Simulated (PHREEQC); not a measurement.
Solution (25 °C and 500 atm): 0.0087 mol HF, 0.046 mol NH4HF2 and 2.4e-07 mol H4SiO4 per kg of water. Closed to the air; pH follows from the charge balance.

Equilibrium calculation in PHREEQC: ion-association model, phreeqc.dat.

No solid was allowed to form.

Predict the pH, ionic strength.

pH 2.91; ionic strength 0.0474 mol/kgw.

In which forms is F present?

HF 47 %, F- 41 %, HF2- 12 % of the F.

Complexes and solids missing from the database can't appear. Under pressure, the constants of complexes without a molar volume in the database are unreliable. SiF6-2 is the database's only silicon fluoride.
